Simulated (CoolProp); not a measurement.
Vapour-liquid equilibrium of R134a (1) + R141b (2) at 0.276 MPa; x and y are mole fractions of (1).

Model: multi-fluid Helmholtz-energy mixture model, Tillner-Roth 1994 and Lemmon 2006; pair parameters Bell 2016, in CoolProp.

### Question
Give the bubble temperature and the first vapour's composition at x = 0.35, 0.75, 0.85. Is there an azeotrope?

### Answer
x = 0.35: 17.4 °C, y = 0.840; x = 0.75: 3.9 °C, y = 0.950; x = 0.85: 1.7 °C, y = 0.968. No azeotrope shows between x = 0.05 and 0.95.

Pair parameters are fitted to limited data, so mixtures are less certain than the pure fluids.
